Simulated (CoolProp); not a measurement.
20 sccm (0 °C, 1 atm) of nitrogen bubbles through liquid hexamethyldisiloxane (MM) at 337.2 K and leaves saturated at a total pressure of 0.121 MPa (ideal gas phase). Each further row changes one setting.

The numbers come from the reference Helmholtz-energy equation of state, Thol 2016 in CoolProp.

```json
[
 {"case": "as stated", "vapour pressure (kPa)": "30.5", "mole fraction of vapour": "…", "delivery (mg/min)": "48.9", "delivery (sccm)": "…", "change of delivery for a bath 1 K warmer (%)": "5.1"},
 {"case": "bath temperature 342.2 K", "vapour pressure (kPa)": "36.7", "mole fraction of vapour": "0.303", "delivery (mg/min)": "63.0", "delivery (sccm)": "8.69", "change of delivery for a bath 1 K warmer (%)": "…"},
 {"case": "total pressure 0.242 MPa", "vapour pressure (kPa)": "30.5", "mole fraction of vapour": "0.126", "delivery (mg/min)": "20.9", "delivery (sccm)": "…", "change of delivery for a bath 1 K warmer (%)": "4.4"}
]
```

Task: Some entries are withheld; supply them.

Result: 
- as stated, mole fraction of vapour: 0.252
- as stated, delivery (sccm): 6.75
- bath temperature 342.2 K, change of delivery for a bath 1 K warmer (%): 5.3
- total pressure 0.242 MPa, delivery (sccm): 2.89
